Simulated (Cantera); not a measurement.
# Abatement and gas-phase synthesis: CS2 + O2

Input: 1 mol CS2, a varied amount of O2, at 973.15 K and 0.100 bar.

Method: chemical equilibrium by Gibbs-energy minimisation in Cantera with the NASA 1993 tables (ideal gas, pure condensed phases). Candidate condensed phases: C, S; 22 gas species. Gases not in the tables: S3 to S7. Rates play no part.

From 0.55 mol O2 to 4.3 mol O2 nothing is condensed. The main C-bearing gas is COS at 0.55 mol O2 and CO2 at 4.3 mol O2.

```json
[
 {"n(O2) (mol)": "0.55", "log p SO2": "-6.58", "log p S2": "-1.39", "log p CO2": "-1.87", "log p O2": "<-13", "log p COS": "-1.69", "log p CO": "-1.76", "log p SO3": "<-13", "log p CS2": "-2.12"},
 {"n(O2) (mol)": "1", "log p SO2": "-2.97", "log p S2": "-1.31", "log p CO2": "-1.32", "log p O2": "<-13", "log p COS": "-2.88", "log p CO": "-2.99", "log p SO3": "-11.53", "log p CS2": "-5.07"},
 {"n(O2) (mol)": "1.5", "log p SO2": "-1.66", "log p S2": "-1.49", "log p CO2": "-1.36", "log p O2": "<-13", "log p COS": "-3.71", "log p CO": "-3.72", "log p SO3": "-9.51", "log p CS2": "-6.68"},
 {"n(O2) (mol)": "2", "log p SO2": "-1.40", "log p S2": "-1.71", "log p CO2": "-1.40", "log p O2": "<-13", "log p COS": "-4.05", "log p CO": "-3.95", "log p SO3": "-9.07", "log p CS2": "-7.31"},
 {"n(O2) (mol)": "2.4", "log p SO2": "-1.29", "log p S2": "-1.97", "log p CO2": "-1.43", "log p O2": "<-13", "log p COS": "-4.33", "log p CO": "-4.11", "log p SO3": "-8.84", "log p CS2": "-7.85"},
 {"n(O2) (mol)": "2.9", "log p SO2": "-1.19", "log p S2": "-2.80", "log p CO2": "-1.47", "log p O2": "<-13", "log p COS": "-5.04", "log p CO": "-4.40", "log p SO3": "-8.49", "log p CS2": "-9.23"},
 {"n(O2) (mol)": "3.4", "log p SO2": "-1.29", "log p S2": "<-13", "log p CO2": "-1.51", "log p O2": "-2.15", "log p COS": "<-13", "log p CO": "-11.06", "log p SO3": "-1.97", "log p CS2": "<-13"},
 {"n(O2) (mol)": "3.9", "log p SO2": "-1.39", "log p S2": "<-13", "log p CO2": "-1.56", "log p O2": "-1.75", "log p COS": "<-13", "log p CO": "-11.31", "log p SO3": "-1.86", "log p CS2": "<-13"},
 {"n(O2) (mol)": "4.3", "log p SO2": "-1.45", "log p S2": "<-13", "log p CO2": "-1.60", "log p O2": "-1.60", "log p COS": "<-13", "log p CO": "-11.43", "log p SO3": "-1.85", "log p CS2": "<-13"}
]
```
log p: log10 of the partial pressure in bar; nothing condenses.
